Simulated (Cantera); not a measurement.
Input: 1 mol MgO, 0.71 mol NF3, a varied amount of H2, held at 800 °C and 7.50 Torr.

These are equilibrium values from Cantera (NASA tables, ideal gas, pure condensed phases), not measurements of a reactor. Candidate condensed phases: H2O, Mg, MgF2, MgO, Mg(OH)2; 50 gas species. Mutual solubility and eutectic melting of coexisting phases are not modelled. Kinetics and transport are ignored.

At 6 mol H2, list the 4 most abundant gas species with their mole fractions, and the condensed phases.

H2 0.763, H2O 0.147, N2 0.0549, HF 0.0345. Condensed: MgF2(s) + MgO(s).
